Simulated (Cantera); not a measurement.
Mixture: CH4 : O2 : N2 : H2O = 1 : 3.45 : 13.4 : 0.4 (molar parts), equivalence ratio 0.58, at 2.70 bar, adiabatic and at constant volume. Ignition delay is the time to a rise of 400 K.

Detailed kinetics in Cantera: GRI-Mech 3.0 (53 species, 325 reactions).

Task: At T0 = 1548 K, what is the delay, and which 6 reactions control it most (d ln τ / d ln k, from doubling and halving each rate constant)?

Result: The delay is 0.290 ms.
```json
[
 {"reaction": "CH3 + O2 <=> CH3O + O", "d ln τ / d ln k": "-0.47", "faster rate": "shortens it"},
 {"reaction": "H + O2 <=> O + OH", "d ln τ / d ln k": "-0.33", "faster rate": "shortens it"},
 {"reaction": "2 CH3 (+M) <=> C2H6 (+M)", "d ln τ / d ln k": "0.32", "faster rate": "lengthens it"},
 {"reaction": "CH4 + H <=> CH3 + H2", "d ln τ / d ln k": "0.24", "faster rate": "lengthens it"},
 {"reaction": "CH3 + HO2 <=> CH3O + OH", "d ln τ / d ln k": "-0.19", "faster rate": "shortens it"},
 {"reaction": "CH3 + O2 <=> CH2O + OH", "d ln τ / d ln k": "-0.16", "faster rate": "shortens it"}
]
```
